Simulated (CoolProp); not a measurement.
Vapour-liquid equilibrium of carbon dioxide (1) + hydrogen sulfide (2) at 239.1 K; x and y are mole fractions of (1).

Values from CoolProp's multi-fluid Helmholtz-energy mixture model, Span 1996 and Lemmon 2006; pair parameters Kunz 2012.

Problem. Give the bubble pressure and the first vapour's composition at x = 0.5, 0.8, 0.95. Is there an azeotrope?

Solution. x = 0.5: 1007 kPa, y = 0.772; x = 0.8: 1164 kPa, y = 0.879; x = 0.95: 1227 kPa, y = 0.962. No azeotrope shows between x = 0.05 and 0.95.

The pair parameters rest on a limited set of measurements; away from them the model extrapolates.
